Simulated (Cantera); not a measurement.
A perfectly stirred reactor is fed with 29.4 % NH₃, 70.6 % H₂, at 0.132 atm; it is held at 2223 K, and followed from long to short residence time.

Model: the gas-phase N/H chemistry of the illustrative SiF4/NH3 mechanism in the Surface Chemkin manual (1991), integrated in Cantera. Walls and surfaces, which speed up NH3 decomposition in real reactors, are not modelled.

x: mole fraction; the columns are a selection and need not sum to one.

```csv
τ (s),x NH₃,x H₂,x N₂H₂,x NH,x N₂H₄,x N
5.7,0.000420,0.872,5.27e-9,9.02e-6,5.88e-12,8.52e-6
2.0,0.00112,0.875,1.94e-8,1.46e-5,2.55e-11,1.07e-5
0.68,0.00683,0.877,9.87e-8,2.04e-5,2.19e-10,7.17e-6
0.24,0.0280,0.866,3.43e-7,2.65e-5,1.18e-9,5.22e-6
0.082,0.0761,0.837,9.43e-7,3.45e-5,4.25e-9,4.69e-6
0.028,[?],0.792,[?],[?],[?],4.42e-6
0.0098,0.222,0.748,3.03e-6,4.62e-5,1.72e-8,4.18e-6
0.0034,[?],0.722,[?],4.64e-5,[?],[?]
```

Task: What belongs in the gaps?

Result: 
- 0.028, x NH₃: 0.151
- 0.028, x N₂H₂: 1.99e-6
- 0.028, x NH: 4.20e-5
- 0.028, x N₂H₄: 1.05e-8
- 0.0034, x NH₃: 0.265
- 0.0034, x N₂H₂: 3.51e-6
- 0.0034, x N₂H₄: 2.08e-8
- 0.0034, x N: 3.84e-6
